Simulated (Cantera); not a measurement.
Mixture: 6.28 % C₃H₈, 19.6 % O₂, 74.1 % N₂, equivalence ratio 1.6, at 3080 Torr, adiabatic and at constant volume. Ignition delay is the time to a rise of 400 K.

Model: GRI-Mech 3.0 (53 species, 325 reactions), integrated in Cantera. GRI-Mech 3.0 was tuned for natural gas; its chemistry of propane as a main component is partial and can be far from experiment.

At T0 = 1475 K, what is the delay, and which 8 reactions control it most (d ln τ / d ln k, from doubling and halving each rate constant)?

The delay is 40.7 µs.
| reaction | d ln τ / d ln k | faster rate |
|---|---|---|
| C2H5 + CH3 (+M) <=> C3H8 (+M) | -0.54 | shortens it |
| CH3 + HO2 <=> CH3O + OH | -0.26 | shortens it |
| C3H8 + H <=> C3H7 + H2 | 0.24 | lengthens it |
| H + O2 <=> O + OH | -0.22 | shortens it |
| C2H5 + O2 <=> C2H4 + HO2 | -0.21 | shortens it |
| 2 CH3 (+M) <=> C2H6 (+M) | 0.21 | lengthens it |
| CH3O + O2 <=> CH2O + HO2 | -0.18 | shortens it |
| C3H8 + OH <=> C3H7 + H2O | 0.18 | lengthens it |
